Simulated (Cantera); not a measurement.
## Hydrocarbon pyrolysis for carbon deposition

A perfectly stirred reactor is fed with 6.67 % C3H8, 93.3 % H2, at 40.0 Pa; it is held at 1623 K, and followed from long to short residence time.

Model: GRI-Mech 3.0 (53 species, 325 reactions), integrated in Cantera. GRI-Mech 3.0 was tuned for natural gas; its chemistry of propane as a main component is partial and can be far from experiment. GRI-Mech 3.0 stops at C3 and has no aromatics, soot or wall deposition, so with more carbon than oxygen in the feed, carbon stays in small species such as C2H2 where larger ones or solid carbon would form. Radical loss at walls, strong at low pressure, is not modelled.

```csv
τ (s),x C3H8,x H2,x CH2,x H,x C2H,x CH3
0.44,0.000428,0.875,7.00e-6,0.00340,7.33e-7,0.00501
0.18,0.000982,0.871,8.61e-6,0.00371,6.72e-7,0.00636
0.070,0.00234,0.869,1.07e-5,0.00405,5.46e-7,0.00821
0.028,0.00540,0.870,1.33e-5,0.00428,3.56e-7,0.0108
0.011,0.0127,0.876,1.55e-5,0.00403,1.41e-7,0.0144
0.0045,0.0281,0.892,1.39e-5,0.00293,2.27e-8,0.0160
0.0018,0.0487,0.915,6.77e-6,0.00155,9.67e-10,0.0112
0.00071,0.0605,0.927,1.21e-6,0.000693,1.72e-11,0.00472
0.00028,0.0646,0.931,8.70e-8,0.000263,<1e-12,0.00165
0.00011,0.0660,0.933,4.59e-9,7.30e-5,<1e-12,0.000613
```
x: mole fraction; the columns are a selection and need not sum to one.
